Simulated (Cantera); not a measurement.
# Stirred combustor or abatement burner

A perfectly stirred reactor is fed with CH4 : H2 : O2 : N2 = 1 : 0.038 : 4.7 : 17.7 (molar parts), equivalence ratio 0.43, at 10.0 bar; it is adiabatic with a 373 K inlet, and is followed from long to short residence time, starting on the burning branch (τ in s: 0.064, 0.027, 0.012, 0.0049, 0.0021, 0.00087, 0.00037, 0.00016, 6.6e-05, 2.8e-05, 1.2e-05).

Computed with Cantera and GRI-Mech 3.0 (53 species, 325 reactions).

```tsv
τ (s)	T (K)	x CH4	x H2	x O2	x CH3	x H2O2
0.064	1386	0.000180	2.97e-5	0.115	5.49e-6	3.73e-7
0.027	1366	0.000425	7.58e-5	0.117	9.15e-6	1.19e-6
0.012	373	0.0427	0.00162	0.201	<1e-12	<1e-12
0.0049	373	0.0427	0.00162	0.201	<1e-12	<1e-12
0.0021	373	0.0427	0.00162	0.201	<1e-12	<1e-12
0.00087	373	0.0427	0.00162	0.201	<1e-12	<1e-12
0.00037	373	0.0427	0.00162	0.201	<1e-12	<1e-12
0.00016	373	0.0427	0.00162	0.201	<1e-12	<1e-12
6.6e-5	373	0.0427	0.00162	0.201	<1e-12	<1e-12
2.8e-5	373	0.0427	0.00162	0.201	<1e-12	<1e-12
1.2e-5	373	0.0427	0.00162	0.201	<1e-12	<1e-12
```
x: mole fraction; the columns are a selection and need not sum to one.
